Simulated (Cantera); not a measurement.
Charge: 1 mol PbO, 0.13 mol CO, 0.13 mol H2, held at 952 °C.

These are equilibrium values from Cantera (NASA tables, ideal gas, pure condensed phases), not measurements of a reactor. Candidate condensed phases: C, C6H6, C7H8, C8H18, H2O, Pb, PbO, PbO2, Pb3O4; 113 gas species. Each liquid is taken as pure. Mutual solubility and eutectic melting of coexisting phases are not modelled. Gases not in the tables: (PbO)n polymers. Rates play no part.

Task: Which condensed phases are stable at each of these points (P (Pa)): 10, 100, 1000, 10000, 100000, 1000000?

Result: 
```csv
P (Pa),condensed phases,Pb condensed (%)
10,gas only,0.0
100,PbO(l),67.4
1000,Pb(l) + PbO(l),97.0
10000,Pb(l) + PbO(l),99.7
100000,Pb(l) + PbO(l),100.0
1000000,Pb(l) + PbO(l),100.0
```

At 0.000100 bar nothing is condensed. At 0.00100 bar the condensed part is PbO(l). From 0.0100 bar to 10.0 bar the condensed part is Pb(l) + PbO(l).
